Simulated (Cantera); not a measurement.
Input (Python, Cantera):

```python
import numpy as np
import cantera as ct

gas = ct.Solution("gri30.yaml")
gas.TPX = 350, 430000, {'CH4': 1, 'O2': 2.41, 'N2': 10.6}
flame = ct.FreeFlame(gas, width=0.014)
flame.set_refine_criteria(ratio=3, slope=0.08, curve=0.16)
flame.transport_model = "mixture-averaged"
flame.solve(loglevel=0, auto=True)
z, T = flame.grid, flame.T
thick = (T[-1] - T[0]) / np.gradient(T, z).max()
show = ['CH4', 'O2', 'CO2', 'HO2', 'NO', 'C2H']
print(f"laminar burning velocity  {flame.velocity[0] * 100:.3f} cm/s")
print(f"burnt temperature         {T[-1]:.1f} K")
print(f"thermal thickness         {thick * 1e3:.4f} mm")
print(f"grid points               {len(z)}")
z0 = z[flame.heat_release_rate.argmax()]
print(f"{'z/mm':>9s}{'T/K':>9s}{'u/(m/s)':>9s}" + "".join(f"{s:>11s}" for s in show))
rows = []
for k in (-3, -2, -1.5, -1, -0.5, -0.25, 0, 0.25, 0.5, 1, 2, 4, 8):
    zz = z0 + k * thick
    rows.append([k * thick, np.interp(zz, z, T), np.interp(zz, z, flame.velocity),
                 *(np.interp(zz, z, flame.X[gas.species_index(s)]) for s in show)])
    print(f"{rows[-1][0] * 1e3:9.3f}{rows[-1][1]:9.1f}{rows[-1][2]:9.3f}" + "".join(f"{x:11.3e}" for x in rows[-1][3:]))
```

Result:

```
laminar burning velocity  12.805 cm/s
burnt temperature         1931.7 K
thermal thickness         0.2673 mm
grid points               127
     z/mm      T/K  u/(m/s)        CH4         O2        CO2        HO2         NO        C2H
   -0.802    350.8    0.128  7.130e-02  1.719e-01  2.199e-06  2.042e-08  7.511e-11  3.210e-30
   -0.535    356.5    0.131  7.092e-02  1.715e-01  3.052e-05  2.015e-07  7.665e-10  2.114e-27
   -0.401    381.8    0.140  6.946e-02  1.698e-01  2.375e-04  1.211e-06  5.016e-09  1.663e-24
   -0.267    512.2    0.189  6.252e-02  1.601e-01  2.048e-03  1.011e-05  6.010e-08  8.531e-20
   -0.134    956.6    0.354  3.921e-02  1.220e-01  1.299e-02  6.912e-05  1.133e-06  1.759e-13
   -0.067   1320.3    0.490  1.963e-02  8.710e-02  2.595e-02  1.165e-04  3.215e-06  1.330e-10
    0.000   1672.3    0.620  2.583e-03  5.020e-02  4.462e-02  8.205e-05  5.771e-06  1.837e-08
    0.067   1807.5    0.666  2.963e-05  3.593e-02  5.918e-02  2.005e-05  8.112e-06  1.657e-09
    0.134   1859.7    0.683  2.598e-07  3.254e-02  6.508e-02  1.144e-05  9.340e-06  1.276e-11
    0.267   1901.7    0.697  1.267e-10  3.055e-02  6.865e-02  5.092e-06  1.046e-05  6.032e-15
    0.535   1923.4    0.704  1.546e-14  2.974e-02  7.017e-02  1.865e-06  1.126e-05  1.706e-18
    1.069   1930.5    0.707  3.293e-15  2.956e-02  7.064e-02  9.655e-07  1.186e-05  3.221e-21
    2.139   1931.6    0.707  1.147e-15  2.954e-02  7.071e-02  8.478e-07  1.264e-05  3.034e-23
```

Computed with Cantera and GRI-Mech 3.0 (53 species, 325 reactions). Burning velocities carry a grid error of a few per cent, more on coarse grids.
